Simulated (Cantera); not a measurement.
## N₂O + H₂O + N₂ (abatement and gas-phase synthesis)

Feed: 1 mol N₂O, 0.17 mol H₂O, 3.9 mol N₂, equilibrated at 48.0 Pa.

Equilibrium computed with Cantera from the NASA thermochemical tables; the gas is ideal and each condensed phase is pure. Candidate condensed phases: H₂O; 24 gas species. Rates play no part.

```csv
T (K),x N₂,x O,x H,x NO,x N,x O₂
2998,0.765,0.177,0.0528,0.00353,0.000549,0.00119
3023,0.764,0.177,0.0528,0.00335,0.000644,0.00101
3048,0.764,0.178,0.0529,0.00318,0.000754,0.000856
3073,0.764,0.178,0.0529,0.00302,0.000880,0.000729
3098,0.764,0.179,0.0529,0.00287,0.00102,0.000623
3123,0.764,0.179,0.0529,0.00273,0.00119,0.000532
3148,0.763,0.179,0.0529,0.00260,0.00138,0.000456
3173,0.763,0.179,0.0529,0.00248,0.00159,0.000392
3198,0.763,0.180,0.0529,0.00236,0.00184,0.000337
3223,0.763,0.180,0.0530,0.00225,0.00212,0.000291
3248,0.762,0.180,0.0530,0.00214,0.00243,0.000251
3273,0.762,0.180,0.0529,0.00205,0.00279,0.000218
```
x: gas mole fraction; nothing condenses.

From 2998 K to 3273 K nothing is condensed.
